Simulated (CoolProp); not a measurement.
The fluid at 293.15 K and 0.877 MPa flows at 0.88 m/s in a round tube of 6 mm bore and 0.25 µm roughness, fully developed (64/Re and Nu = 3.66 if laminar; Colebrook and Gnielinski if turbulent). The same conditions are run with several fluids, on thermodynamics alone (safety and materials aside).

Values from CoolProp's reference Helmholtz-energy equation of state of each fluid (R507A: Lemmon 2003; CF4 (R14): Platzer 1990; carbon dioxide: Span 1996; CH2F2 (R32): Tillner-Roth 1997). The equations of Platzer and Polt are older, rougher fits. Blends and air are pseudo-pure fits.

**Question.** Rank R507A, CF4 (R14), carbon dioxide, CH2F2 (R32) by Reynolds number, highest first.

**Answer.** R507A (18400), CF4 (R14) (9940), CH2F2 (R32) (8530), carbon dioxide (5950)

| fluid | Darcy friction factor | pressure drop (Pa/m) | heat-transfer coefficient (W/(m² K)) | mass flow (kg/h) |
|---|---|---|---|---|
| R507A | 0.0265 | 73.6 | 130 | 3.85 |
| CF4 (R14) | 0.0310 | 65.6 | 81.3 | 2.94 |
| carbon dioxide | 0.0356 | 38.2 | 55.8 | 1.49 |
| CH2F2 (R32) | 0.0323 | 44.5 | 73.1 | 1.91 |

Transport values come from each fluid's own correlations; those of CF4 (R14), CH2F2 (R32) are estimates that may be off by 10 % or more.
